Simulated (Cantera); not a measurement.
Feed: 1 mol Ca(OH)₂, 0.048 mol C, 3.7 mol H₂O, equilibrated at 1002 °C and 263 Torr.

Equilibrium computed with Cantera from the NASA thermochemical tables; the gas is ideal and each condensed phase is pure. Candidate condensed phases: C, C₆H₆, C₇H₈, C₈H₁₈, Ca, CaCO₃, CaO, Ca(OH)₂, H₂O; 115 gas species. Equilibrium is a limit: real reactors are often held back by kinetics, nucleation or transport.

Base state: H₂O 0.970, H₂ 0.0199, CO₂ 0.00978, CO 0.000333 (mole fractions); condensed: CaO(s).

Problem. What changes in the equilibrium state with this change: Ca(OH)₂ replaced by CaCO₃?

Solution. 
| species | before | after |
|---|---|---|
| H₂O | 0.970 | 0.765 |
| CO₂ | 0.00978 | 0.214 |
| H₂ | 0.0199 | 0.0138 |
| CO | 0.000333 | 0.00642 |
| CaO(s), mol | 1.00 | 1.00 |

Problem. What changes in the equilibrium state with this change: Ca(OH)₂ replaced by Mg(OH)₂?

Solution. 
| species | before | after |
|---|---|---|
| H₂O | 0.970 | 0.970 |
| H₂ | 0.0199 | 0.0199 |
| CO₂ | 0.00978 | 0.00978 |
| CO | 0.000333 | 0.000333 |
| CaO(s), mol | 1.00 | 0 |
| MgO(s), mol | 0 | 1.00 |
Further candidate phases: Mg, MgCO₃, MgO, Mg(OH)₂.
